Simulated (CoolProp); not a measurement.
Vapour-liquid equilibrium of dimethyl ether (1) + n-perfluorobutane (2) at 9.44 bar; x and y are mole fractions of (1).

Computed with CoolProp (multi-fluid Helmholtz-energy mixture model, Wu 2011 and Gao 2022; pair parameters Bell 2016).

| x | bubble temperature (K) | y at the bubble point | dew temperature at overall composition x (K) | liquid density (mol/L) |
|---|---|---|---|---|
| 0.05 | 337.5 | 0.155 | 342.2 | 5.666 |
| 0.125 | 328.1 | 0.349 | 338.8 | 6.091 |
| 0.2 | 320.9 | 0.486 | 335.4 | 6.502 |
| 0.275 | 315.8 | 0.574 | 331.8 | 6.900 |
| 0.35 | 312.7 | 0.629 | 328.1 | 7.299 |
| 0.425 | 310.8 | 0.664 | 324.2 | 7.718 |
| 0.5 | 309.7 | 0.687 | 320.1 | 8.180 |
| 0.575 | 309.1 | 0.703 | 315.8 | 8.705 |
| 0.65 | 308.8 | 0.717 | 311.5 | 9.317 |
| 0.725 | 308.7 | 0.732 | 308.7 | 10.04 |
| 0.8 | 308.8 | 0.754 | 309.6 | 10.88 |
| 0.875 | 309.6 | 0.797 | 311.6 | 11.86 |
| 0.95 | 311.9 | 0.886 | 313.9 | 12.95 |

y crosses x between x = 0.725 and 0.8: the model has an azeotrope there.

The pair parameters rest on a limited set of measurements; away from them the model extrapolates. With so large a gap from Raoult's law the liquid may split in two, which this calculation doesn't test in full.
